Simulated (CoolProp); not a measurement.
Methanol at 298.15 K and 0.00678 MPa flows at 0.21 m/s in a round tube of 1 mm bore and 0.25 µm roughness, fully developed (64/Re and Nu = 3.66 if laminar; Colebrook and Gnielinski if turbulent). Each further row changes one setting.

Values from CoolProp's reference Helmholtz-energy equation of state, de Reuck 1993.

| case | Reynolds number | Darcy friction factor | pressure drop (Pa/m) | heat-transfer coefficient (W/(m² K)) | mass flow (kg/h) |
|---|---|---|---|---|---|
| as stated | 1.92 | [?] | 64.8 | 55.3 | [?] |
| velocity 0.42 m/s | 3.84 | 16.7 | 130 | 55.3 | [?] |
| diameter 2 mm | 3.84 | 16.7 | 16.2 | 27.6 | [?] |

Q: Complete the blanks.

A: 
- as stated, Darcy friction factor: 33.4
- as stated, mass flow (kg/h): 5.23e-5
- velocity 0.42 m/s, mass flow (kg/h): 0.000105
- diameter 2 mm, mass flow (kg/h): 0.000209

Viscosity comes from a separate model (Xiang 2006). Thermal conductivity comes from a separate model (Sykioti 2013).
